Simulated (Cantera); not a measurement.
Feed: 1 mol BN, 480 mol H₂, 1.9 mol N₂, held at 1402 °C and 530 Pa.

Method: chemical equilibrium by Gibbs-energy minimisation in Cantera with the NASA 1993 tables (ideal gas, pure condensed phases). Candidate condensed phases: B, BN; 15 gas species. Kinetics and transport are ignored.

Base state: H₂ 0.994, N₂ 0.00394, H 0.00159 (mole fractions); condensed: BN(s).

Question: What changes in the equilibrium state with this change: temperature from 1402 °C to 1727 °C?

Answer: 
| species | before | after |
|---|---|---|
| H₂ | 0.994 | 0.973 |
| H | 0.00159 | 0.0220 |
| N₂ | 0.00394 | 0.00492 |
| BH₂ | 6.47e-6 | 0.000455 |
| B | 5.05e-9 | 2.51e-5 |
| BN(s), mol | 0.997 | 0 |
| B(s), mol | 0 | 0.762 |
The tables' values for BH₂ are old estimates; treat these amounts as uncertain.
